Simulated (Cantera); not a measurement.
## Stirred combustor or abatement burner

A perfectly stirred reactor is fed with CH4 : C2H6 : C3H8 : O2 : N2 = 1 : 0.039 : 1.4 : 30 : 76.3 (molar parts), equivalence ratio 0.30, at 1.48 atm; it is adiabatic with a 450 K inlet, and is followed from long to short residence time, starting on the burning branch (τ in s: 0.3, 0.087, 0.025, 0.0072, 0.0021, 0.0006, 0.00017, 4.9e-05, 1.4e-05, 4.1e-06).

Cantera simulation using GRI-Mech 3.0 (53 species, 325 reactions); the numbers are that mechanism's predictions, not measurements. GRI-Mech 3.0 was tuned for natural gas; its chemistry of propane as a main component is partial and can be far from experiment.

```csv
τ (s),T (K),x CH4,x C2H6,x C3H8,x OH,x C2H
0.30,1435,3.78e-6,3.78e-8,1.45e-6,0.000177,1.50e-11
0.087,1431,8.45e-6,8.76e-8,3.29e-6,0.000253,3.06e-11
0.025,1424,1.95e-5,2.06e-7,7.53e-6,0.000353,5.74e-11
0.0072,1406,4.88e-5,5.20e-7,1.80e-5,0.000459,9.52e-11
0.0021,1341,0.000199,2.42e-6,6.73e-5,0.000395,1.13e-10
0.00060,450,0.00920,0.000359,0.0129,<1e-12,<1e-12
0.00017,450,0.00920,0.000359,0.0129,<1e-12,<1e-12
4.9e-5,450,0.00920,0.000359,0.0129,<1e-12,<1e-12
1.4e-5,450,0.00920,0.000359,0.0129,<1e-12,<1e-12
4.1e-6,450,0.00920,0.000359,0.0129,<1e-12,<1e-12
```
x: mole fraction; the columns are a selection and need not sum to one.
